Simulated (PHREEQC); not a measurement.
30 mol of Portlandite (Ca(OH)2) is brought to equilibrium with 1 kg of water, with rising amounts of Li2SO4, at 25 °C. No CO2 enters from the air. Solids allowed: Portlandite, Gypsum, Anhydrite. Others were left out.

Computed with PHREEQC (Pitzer model, pitzer.dat).

| Li2SO4 added (mol) | pH | dissolved Ca (mol/kgw) | Gypsum (mol) | SO4-2 (mol/kgw) |
|---|---|---|---|---|
| 0 | 12.46 | 0.0201 | 0 | 0 |
| 0.0333 | 12.58 | 0.0204 | 0.00861 | 0.0247 |
| 0.0667 | (withheld) | 0.0170 | 0.0219 | 0.0448 |
| 0.1 | 12.75 | 0.0158 | 0.0317 | 0.0684 |
| 0.133 | 12.79 | 0.0154 | 0.0395 | (withheld) |
| 0.167 | 12.83 | 0.0152 | 0.0464 | 0.121 |
| 0.2 | (withheld) | 0.0152 | 0.0523 | 0.148 |
| 0.233 | (withheld) | 0.0153 | 0.0577 | 0.176 |
| 0.267 | 12.88 | 0.0155 | 0.0628 | (withheld) |
| 0.3 | 12.89 | 0.0156 | 0.0674 | 0.233 |
| 0.333 | 12.90 | 0.0158 | (withheld) | 0.262 |
| 0.367 | 12.91 | 0.0160 | 0.0759 | (withheld) |
| 0.4 | 12.92 | 0.0162 | 0.0798 | 0.321 |

### Question
Some entries are withheld; supply them.

### Answer

- 0.0667, pH: 12.69
- 0.133, SO4-2 (mol/kgw): 0.0936
- 0.2, pH: 12.85
- 0.233, pH: 12.87
- 0.267, SO4-2 (mol/kgw): 0.205
- 0.333, Gypsum (mol): 0.0717
- 0.367, SO4-2 (mol/kgw): 0.292

In brines, pH and single-ion activities rest on the MacInnes convention.
